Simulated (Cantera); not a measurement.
**(CH3)2SiCl2 + C2H2 + H2 (silicon carbide growth)**

Input: 1 mol (CH3)2SiCl2, 0.055 mol C2H2, 8.7 mol H2, at 1800 Pa.

Cantera equilibrium calculation (NASA polynomials, part measured and part estimated; ideal gas, pure solids and liquids). Candidate condensed phases: C, C6H6, C7H8, C8H18, Si, SiC; 109 gas species. The feed counts by its element totals alone. The tables' values for SiCl3 are old estimates; treat these amounts as uncertain. The numbers say what is thermodynamically allowed, not how fast it happens.

```csv
T (°C),x H2,x HCl,x SiCl4,x CH4,x SiHCl3,x SiCl2,x SiCl3,n C(graphite),n SiC(s)
702,0.876,0.110,0.0118,0.00174,0.000540,6.92e-6,5.38e-5,1.24,0.843
727,0.869,0.120,0.00912,0.00130,0.000464,1.11e-5,6.45e-5,1.22,0.878
752,0.862,0.130,0.00675,0.000983,0.000386,1.68e-5,7.37e-5,1.19,0.909
777,0.857,0.137,0.00480,0.000756,0.000311,2.44e-5,8.03e-5,1.17,0.934
802,0.853,0.143,0.00330,0.000590,0.000244,3.38e-5,8.39e-5,1.15,0.954
827,0.849,0.148,0.00220,0.000466,0.000187,4.52e-5,8.46e-5,1.14,0.968
852,0.847,0.151,0.00145,0.000373,0.000142,5.86e-5,8.31e-5,1.13,0.978
877,0.846,0.153,0.000947,0.000301,0.000107,7.42e-5,8.01e-5,1.12,0.985
902,0.845,0.154,0.000620,0.000246,8.03e-5,9.21e-5,7.64e-5,1.12,0.989
927,0.844,0.155,0.000408,0.000203,6.06e-5,0.000113,7.24e-5,1.12,0.992
```
x: gas mole fraction; n: condensed amount in mol.

From 702 °C to 927 °C the condensed part is C(graphite) + SiC(s). The main Si-bearing gas is SiCl4 throughout. The share of Si in condensed phases is highest at 927 °C (99.2 %) and lowest at 702 °C (84.3 %).
